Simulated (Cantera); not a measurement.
Input: 1 mol B₂H₆, 3.3 mol O₂, 17 mol N₂, at 1075 K and 31000 Pa.

Method: chemical equilibrium by Gibbs-energy minimisation in Cantera with the NASA 1993 tables (ideal gas, pure condensed phases). Candidate condensed phases: B, BN, B₂O₃, B₃O₃H₃, H₂O; 39 gas species. The feed counts by its element totals alone. Gases not in the tables: H₃BO₃. Kinetics and transport are ignored.

Base state: N₂ 0.838, H₂O 0.147, O₂ 0.0148, (HBO₂)₃ 0.000611, HBO₂ 7.74e-5, NO 1.84e-5 (mole fractions); condensed: B₂O₃(l).

Q: What changes in the equilibrium state with this change: N₂ from 17 to 0.13 mol?

A: 
```tsv
species	before	after
H₂O	0.147	0.865
O₂	0.0148	0.0878
N₂	0.838	0.0381
(HBO₂)₃	0.000611	0.00874
HBO₂	7.74e-5	0.000188
NO	1.84e-5	9.57e-6
B₂O₃(l), mol	0.981	0.955
```

Q: What changes in the equilibrium state with this change: temperature from 1075 K to 1875 K?

A: 
| species | before | after |
|---|---|---|
| N₂ | 0.838 | 0.797 |
| H₂O | 0.147 | 0.0994 |
| HBO₂ | 7.74e-5 | 0.0817 |
| O₂ | 0.0148 | 0.0131 |
| B₂O₃ | <1e-9 | 0.00569 |
| BO₂ | <1e-9 | 0.000709 |
| H₂ | 1.52e-9 | 0.000164 |
| O | <1e-9 | 4.95e-5 |
| B₂O₃(l), mol | 0.981 | 0 |

Q: What changes in the equilibrium state with this change: O₂ from 3.3 to 1.3 mol?

A: 
| species | before | after |
|---|---|---|
| N₂ | 0.838 | 0.849 |
| H₂ | 1.52e-9 | 0.150 |
| H₂O | 0.147 | 0.000906 |
| O₂ | 0.0148 | <1e-9 |
| HBO₂ | 7.74e-5 | 6.08e-6 |
| NO | 1.84e-5 | <1e-9 |
| (HBO₂)₃ | 0.000611 | 2.96e-7 |
| B₂O₃(l), mol | 0.981 | 0.861 |
| BN(s), mol | 0 | 0.279 |
N₂ is the only nitrogen source here; it is nearly inert below about 1500 K, so the nitride shown seldom forms there in practice. Mutual solubility and eutectic melting of coexisting phases are not modelled.
